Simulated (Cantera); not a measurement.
A closed system holds: 1 mol BF₃, 4.5 mol NH₃, 140 mol H₂, at 0.000690 bar.

Equilibrium computed with Cantera from the NASA thermochemical tables; the gas is ideal and each condensed phase is pure. Candidate condensed phases: B, BN; 31 gas species. Equilibrium is a limit: real reactors are often held back by kinetics, nucleation or transport.

Task: Which condensed phases are stable at each of these points (T (°C)): 977, 1077, 1177, 1277, 1377, 1477, 1577?

Result: 
| T (°C) | condensed phases | B condensed (%) |
|---|---|---|
| 977 | BN(s) | 28.8 |
| 1077 | BN(s) | 31.6 |
| 1177 | BN(s) | 30.2 |
| 1277 | BN(s) | 9.4 |
| 1377 | gas only | 0.0 |
| 1477 | gas only | 0.0 |
| 1577 | gas only | 0.0 |

From 977 °C to 1277 °C the condensed part is BN(s). From 1377 °C to 1577 °C nothing is condensed.
